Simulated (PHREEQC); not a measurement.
Consider water at 76 °C with 160 mmol/kgw NH4Cl and 10 mmol/kgw Na2HPO4. Closed to the air; pH follows from the charge balance.

The numbers come from PHREEQC with the ion-association model, phreeqc.dat.

```csv
quantity,before,after
pH,6.64,6.06
NH3 (mol/kgw),0.00520,0.00686
H2PO4- (mol/kgw),0.00520,0.00686
HPO4-2 (mol/kgw),0.00475,0.00312
NaHPO4- (mol/kgw),5.08e-5,1.81e-5
SI of Halite (NaCl),-4.39,-3.48
```

Question: Name the change that produced these shifts.
A) Na2HPO4 from 0.01 to 0.002 mol/kgw
B) temperature from 76 to 65 °C
C) NH4Cl from 0.16 to 1.6 mol/kgw
D) NH4Cl from 0.16 to 0.016 mol/kgw
E) 0.015 mol/kgw KCl added

Answer: C, NH4Cl from 0.16 to 1.6 mol/kgw

No solid was allowed to form. The ionic strength passes 0.7 mol/kgw, the rough limit of the ion-association models, in after. At this temperature some constants are extrapolated from 25 °C, and those without enthalpy data are left unchanged.
